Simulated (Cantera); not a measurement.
Input: 1 mol Al, 1.8 mol H2O, 6.3 mol N2, equilibrated at 1752 °C and 0.340 bar.

Cantera equilibrium calculation (NASA polynomials, part measured and part estimated; ideal gas, pure solids and liquids). Candidate condensed phases: Al, AlN, Al2O3, H2O; 35 gas species. Gases not in the tables: Al(OH)3. The numbers say what is thermodynamically allowed, not how fast it happens.

Base state: N2 0.777, H2 0.184, H2O 0.0370, H 0.00142, OH 2.97e-5 (mole fractions); condensed: Al2O3(s).

### Question
What changes in the equilibrium state with this change: pressure from 0.340 bar to 38.0 Pa?

### Answer
| species | before | after |
|---|---|---|
| N2 | 0.777 | 0.762 |
| H2 | 0.184 | 0.162 |
| H | 0.00142 | 0.0398 |
| H2O | 0.0370 | 0.0351 |
| O2 | 1.43e-8 | 1.49e-5 |
| O | 1.66e-7 | 0.000160 |
| NO | 2.12e-6 | 6.79e-5 |
| OH | 2.97e-5 | 0.000900 |
| Al2O3(s), mol | 0.500 | 0.500 |
